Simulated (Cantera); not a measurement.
An isothermal, constant-pressure homogeneous reactor starts with 83.3 % NH3, 16.7 % H2, at 1750 K and 4700 Pa.

Detailed kinetics in Cantera: the gas-phase N/H chemistry of the illustrative SiF4/NH3 mechanism in the Surface Chemkin manual (1991). Walls and surfaces, which speed up NH3 decomposition in real reactors, are not modelled.

x: mole fraction; the columns are a selection and need not sum to one.

```tsv
t (s)	x NH3	x H2	x NH2	x NH	x N2	x N2H4	x H
0.000200	0.833	0.167	6.76e-6	8.35e-10	5.82e-11	9.09e-12	5.49e-7
0.000719	0.833	0.167	2.43e-5	?	1.16e-8	1.29e-10	1.90e-6
0.00258	0.833	0.167	8.69e-5	?	1.03e-6	1.68e-9	6.70e-6
0.00928	0.833	0.167	0.000271	?	6.14e-5	1.65e-8	2.10e-5
0.0334	0.830	0.169	0.000358	2.61e-6	0.000886	2.88e-8	2.82e-5
0.120	0.818	0.178	0.000355	2.61e-6	0.00411	2.83e-8	2.97e-5
0.431	0.777	0.207	0.000343	2.63e-6	0.0151	2.64e-8	3.52e-5
1.55	0.654	0.297	0.000305	2.61e-6	0.0488	2.09e-8	5.33e-5
5.57	0.385	0.492	0.000214	?	0.122	1.03e-8	0.000105
20.0	0.102	0.698	8.60e-5	?	0.199	1.66e-9	0.000226
```

### Question
Fill in the missing entries.

### Answer

- 0.000719, x NH: 1.31e-8
- 0.00258, x NH: 1.72e-7
- 0.00928, x NH: 1.55e-6
- 5.57, x NH: 2.31e-6
- 20.0, x NH: 1.45e-6
